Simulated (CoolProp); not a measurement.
Saturation properties of n-octane.

Computed with CoolProp (reference Helmholtz-energy equation of state, Beckmüller 2019).

```tsv
T (K)	p (bar)	vapour density (kg/m³)	liquid viscosity (µPa s)
406.8	1.259	4.550	189
422.1	1.856	6.607	168
437.4	2.651	9.353	150
452.7	3.684	12.97	134
468	5.000	17.70	119
483.2	6.632	23.82	106
498.5	8.654	31.91	93.3
513.8	11.12	42.69	81.6
529.1	14.08	57.56	70.4
544.3	17.61	79.41	59.2
```

It boils at 398.8 K under 1 atm.

Viscosity comes from a separate model (Huber 2004).
